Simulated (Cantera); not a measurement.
Input: 1 mol CsCl, 1.2 mol O2, 83 mol N2, equilibrated at 2173 K and 10.0 mbar.

These are equilibrium values from Cantera (NASA tables, ideal gas, pure condensed phases), not measurements of a reactor. Candidate condensed phases: Cs, CsCl; 18 gas species. Equilibrium is a limit: real reactors are often held back by kinetics, nucleation or transport.

Base state: N2 0.970, O2 0.0113, CsCl 0.0104, NO 0.00306, O 0.00242, Cl 0.00130, Cs 0.00130 (mole fractions); condensed: gas only.

Problem. What changes in the equilibrium state with this change: pressure from 10.0 mbar to 13.0 Pa?

Solution. 
```json
[
 {"species": "N2", "before": "0.970", "after": "0.959"},
 {"species": "O", "before": "0.00242", "after": "0.0147"},
 {"species": "Cl", "before": "0.00130", "after": "0.00731"},
 {"species": "CsCl", "before": "0.0104", "after": "0.00426"},
 {"species": "O2", "before": "0.0113", "after": "0.00546"},
 {"species": "Cs", "before": "0.00130", "after": "0.00731"},
 {"species": "NO", "before": "0.00306", "after": "0.00211"}
]
```

Problem. What changes in the equilibrium state with this change: temperature from 2173 K to 1623 K?

Solution. 
```csv
species,before,after
N2,0.970,0.974
O2,0.0113,0.0138
CsCl,0.0104,0.0117
NO,0.00306,0.000607
O,0.00242,2.23e-5
Cs,0.00130,2.12e-5
```

Problem. What changes in the equilibrium state with this change: temperature from 2173 K to 1725 K?

Solution. 
| species | before | after |
|---|---|---|
| N2 | 0.970 | 0.974 |
| O2 | 0.0113 | 0.0136 |
| CsCl | 0.0104 | 0.0117 |
| O | 0.00242 | 6.77e-5 |
| Cs | 0.00130 | 5.61e-5 |
| Cl | 0.00130 | 5.62e-5 |
| NO | 0.00306 | 0.000901 |
